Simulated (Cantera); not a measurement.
Input (Python, Cantera):

```python
import numpy as np
import cantera as ct

gas = ct.Solution("h2o2.yaml")
gas.TPX = 550, 610000, {'H2': 1, 'O2': 0.385, 'N2': 1.62}
flame = ct.FreeFlame(gas, width=0.011)
flame.set_refine_criteria(ratio=3, slope=0.08, curve=0.16)
flame.transport_model = "mixture-averaged"
flame.solve(loglevel=0, auto=True)
flame.transport_model = "multicomponent"
flame.soret_enabled = True
flame.solve(loglevel=0, refine_grid=True)
z, T = flame.grid, flame.T
thick = (T[-1] - T[0]) / np.gradient(T, z).max()
show = ['H2', 'O2', 'H2O', 'HO2', 'O', 'OH']
print(f"laminar burning velocity  {flame.velocity[0] * 100:.3f} cm/s")
print(f"burnt temperature         {T[-1]:.1f} K")
print(f"thermal thickness         {thick * 1e3:.4f} mm")
print(f"grid points               {len(z)}")
z0 = z[flame.heat_release_rate.argmax()]
print(f"{'z/mm':>9s}{'T/K':>9s}{'u/(m/s)':>9s}" + "".join(f"{s:>11s}" for s in show))
rows = []
for k in (-3, -2, -1.5, -1, -0.5, -0.25, 0, 0.25, 0.5, 1, 2, 4, 8):
    zz = z0 + k * thick
    rows.append([k * thick, np.interp(zz, z, T), np.interp(zz, z, flame.velocity),
                 *(np.interp(zz, z, flame.X[gas.species_index(s)]) for s in show)])
    print(f"{rows[-1][0] * 1e3:9.3f}{rows[-1][1]:9.1f}{rows[-1][2]:9.3f}" + "".join(f"{x:11.3e}" for x in rows[-1][3:]))
```

Result:

```
laminar burning velocity  597.369 cm/s
burnt temperature         2447.4 K
thermal thickness         0.0427 mm
grid points               109
     z/mm      T/K  u/(m/s)         H2         O2        H2O        HO2          O         OH
   -0.128    550.0    5.974  3.328e-01  1.281e-01  1.968e-09  1.635e-10  2.874e-12  7.223e-14
   -0.085    550.0    5.973  3.326e-01  1.281e-01  8.462e-08  9.211e-09  2.087e-10  5.249e-12
   -0.064    550.1    5.970  3.322e-01  1.282e-01  8.776e-07  1.120e-07  2.498e-09  6.345e-11
   -0.043    550.9    5.955  3.293e-01  1.288e-01  1.573e-05  2.601e-06  5.149e-08  1.790e-09
   -0.021    595.3    6.194  2.991e-01  1.333e-01  2.304e-03  4.782e-04  8.363e-06  3.566e-05
   -0.011    883.8    8.865  2.546e-01  1.256e-01  3.012e-02  8.922e-04  2.757e-04  1.047e-03
    0.000   1342.8   13.220  1.885e-01  9.042e-02  1.051e-01  3.986e-04  2.313e-03  2.870e-03
    0.011   1674.0   16.368  1.246e-01  4.548e-02  1.877e-01  1.735e-04  4.538e-03  6.603e-03
    0.021   1855.5   18.072  9.313e-02  2.043e-02  2.327e-01  7.174e-05  4.747e-03  9.667e-03
    0.043   2025.6   19.603  8.000e-02  7.331e-03  2.583e-01  2.360e-05  3.794e-03  1.163e-02
    0.085   2171.2   20.845  7.922e-02  3.656e-03  2.701e-01  1.083e-05  2.301e-03  1.078e-02
    0.171   2286.3   21.789  7.934e-02  1.829e-03  2.795e-01  4.985e-06  1.116e-03  8.438e-03
    0.342   2364.5   22.409  7.925e-02  7.756e-04  2.865e-01  1.914e-06  4.572e-04  5.819e-03
```

Computed with Cantera and the H2/O2 subset of GRI-Mech 3.0, which has no nitrogen chemistry. The hydrogen kinetics of GRI-Mech 3.0 are dated; newer H2 mechanisms differ, most at raised pressure. Burning velocities carry a grid error of a few per cent, more on coarse grids.
